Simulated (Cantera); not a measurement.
Input: 1 mol Fe₂O₃, 48 mol Cl₂, 1.4 mol H₂, held at 35.0 Pa.

These are equilibrium values from Cantera (NASA tables, ideal gas, pure condensed phases), not measurements of a reactor. Candidate condensed phases: Fe, FeCl₂, FeCl₃, FeO, Fe(OH)₂, Fe(OH)₃, Fe₂O₃, Fe₃O₄, H₂O; 22 gas species. The numbers say what is thermodynamically allowed, not how fast it happens.

Problem. At 627 °C, list the 6 most abundant gas species with their mole fractions, and the condensed phases.

Solution. Cl₂ 0.870, HCl 0.0559, FeCl₃ 0.0382, O₂ 0.0300, Cl 0.00369, FeCl₂ 0.00178. Condensed: gas only.
